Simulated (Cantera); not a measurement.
## Premixed flame

A freely propagating, adiabatic, planar premixed flame of CH4 : C2H6 : O2 : N2 = 1 : 0.24 : 3.42 : 12.9 (molar parts), unburnt at 473 K and 1.20 bar; multicomponent transport, grid criteria slope 0.08 and curve 0.16, no radiation.

Model: GRI-Mech 3.0 (53 species, 325 reactions), integrated in Cantera. Burning velocities carry a grid error of a few per cent, more on coarse grids.

| z (mm) | T (K) | u (m/s) | x CH4 | x C2H6 | x O2 | x CO2 | x H2O | x NO2 |
|---|---|---|---|---|---|---|---|---|
| -1.04 | 473 | 0.674 | 0.0569 | 0.0137 | 0.195 | 1.83e-7 | 2.70e-5 | <1e-8 |
| -0.692 | 475 | 0.677 | 0.0568 | 0.0136 | 0.194 | 4.05e-6 | 0.000311 | <1e-8 |
| -0.519 | 482 | 0.688 | 0.0564 | 0.0136 | 0.194 | 2.86e-5 | 0.00137 | <1e-8 |
| -0.346 | 535 | 0.767 | 0.0543 | 0.0133 | 0.189 | 0.000339 | 0.00798 | 6.63e-8 |
| -0.173 | 887 | 1.29 | 0.0404 | 0.00985 | 0.160 | 0.00476 | 0.0446 | 1.77e-7 |
| -0.0865 | 1271 | 1.86 | 0.0239 | 0.00440 | 0.123 | 0.0130 | 0.0818 | 5.23e-8 |
| 0 | 1647 | 2.43 | 0.00619 | 0.000271 | 0.0797 | 0.0272 | 0.119 | <1e-8 |
| 0.0865 | 1804 | 2.66 | 0.000434 | 6.13e-7 | 0.0553 | 0.0426 | 0.134 | <1e-8 |
| 0.173 | 1859 | 2.73 | 1.49e-5 | <1e-8 | 0.0471 | 0.0537 | 0.137 | <1e-8 |
| 0.346 | 1927 | 2.81 | 3.50e-8 | <1e-8 | 0.0420 | 0.0641 | 0.138 | <1e-8 |
| 0.692 | 2007 | 2.91 | <1e-8 | <1e-8 | 0.0386 | 0.0704 | 0.142 | <1e-8 |
| 1.38 | 2080 | 3.01 | <1e-8 | <1e-8 | 0.0361 | 0.0746 | 0.146 | 1.10e-8 |
| 2.77 | 2132 | 3.07 | <1e-8 | <1e-8 | 0.0343 | 0.0782 | 0.149 | 1.90e-8 |
x: mole fraction of selected species; z is measured from the peak of heat release.

| Item | Value |
|---|---|
| laminar burning velocity | 67.3 cm/s |
| thermal thickness | 0.346 mm |
| grid points | 142 |
